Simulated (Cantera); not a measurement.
Feed: 1 mol SiF4, 74 mol N2, 2.2 mol NH3, held at 1050 °C and 10.0 mbar.

Equilibrium computed with Cantera from the NASA thermochemical tables; the gas is ideal and each condensed phase is pure. Candidate condensed phases: Si, Si3N4; 37 gas species. The tables' values for SiF3, SiF2 are old estimates; treat these amounts as uncertain. Equilibrium is a limit: real reactors are often held back by kinetics, nucleation or transport.

Base state: N2 0.945, H2 0.0411, SiF4 0.0119, HF 0.000929, SiF3 0.000572, SiHF3 6.08e-5, SiF2 2.23e-5 (mole fractions); condensed: Si3N4(s).

Question: What changes in the equilibrium state with this change: SiF4 replaced by SiCl4?

Answer: 
| species | before | after |
|---|---|---|
| N2 | 0.945 | 0.934 |
| HCl | 0 | 0.0466 |
| H2 | 0.0411 | 0.0181 |
| SiF4 | 0.0119 | 0 |
| SiCl2 | 0 | 0.000691 |
| HF | 0.000929 | 0 |
| SiF3 | 0.000572 | 0 |
| SiCl4 | 0 | 0.000377 |
| SiCl3 | 0 | 0.000218 |
| SiHF3 | 6.08e-5 | 0 |
| Si3N4(s), mol | 0.00166 | 0.299 |
The tables' values for SiCl3 are old estimates; treat these amounts as uncertain. Further candidate phases: NH4Cl.
